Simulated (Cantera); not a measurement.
Gas mixture: 45.7 % CH3OH, 54.3 % C3H8, at 680000 Pa, frozen composition.

Cantera's kinetic-theory transport with the Lennard-Jones parameters of GRI-Mech 3.0, ideal gas; thermal conductivity in the multicomponent form. Polar gases are described roughly by these parameters. The composition is frozen, though it would react at the higher temperatures.

One state of this run: ρ (kg/m³) = 2.43; cp (J/kg/K) = 3918; μ (µPa s) = 31.7; λ (mW/m/K) = 160; Pr = 0.775; D (cm²/s) NO = 0.250; D (cm²/s) CH3 = 0.289; D (cm²/s) CH4 = 0.286. D: mixture-averaged diffusion coefficient of that species in the mixture.

Task: Which value of T (K) does it belong to?
A. 400
B. 1300
C. 850
D. 1150

Result: B, 1300
